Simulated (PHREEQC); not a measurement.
# Hard or scaling water

Dissolve 11 mmol/kgw CaSO4, 0.069 mmol/kgw NaF and 1.6 mmol/kgw H4SiO4 at 70 °C. It is in equilibrium with CO2 at log p = -3.4 (atm). Otherwise closed; pH follows from the charge balance.

The numbers come from PHREEQC with the ion-association model, wateq4f.dat.

Each row changes one thing in this solution. No solid was allowed to form.

| case | pH | ionic strength (mol/kgw) | SO4-2 (mol/kgw) | CO2 (mol/kgw) | HCO3- (mol/kgw) | HSO4- (mol/kgw) |
|---|---|---|---|---|---|---|
| as made | 5.88 | 0.0288 | 0.00718 | 5.64e-6 | 2.51e-6 | 1.70e-6 |
| NaF left out | 5.87 | 0.0287 | 0.00717 | 5.64e-6 | 2.42e-6 | 1.76e-6 |
| temperature from 70 to 5 °C | 5.61 | 0.0322 | 0.00802 | 2.54e-5 | 3.66e-6 | 8.11e-7 |
| CaSO4 replaced by Fe2(SO4)3 at the same molality | 2.58 | 0.0521 | 0.0119 | 5.61e-6 | 1.30e-9 | 0.00500 |
| H4SiO4 left out | 5.93 | 0.0288 | 0.00718 | 5.64e-6 | 2.81e-6 | 1.52e-6 |
| 0.0027 mol/kgw HF added | 3.33 | 0.0293 | 0.00678 | 5.64e-6 | 7.05e-9 | 0.000572 |

Some of these states are supersaturated (in Quartz (slow to form), Chalcedony (slow to form), SiO2(a), for instance). Away from 25 °C the constants follow the database's enthalpies or fits; those with neither stay at their 25 °C values. SiF6-2 is the database's only silicon fluoride.
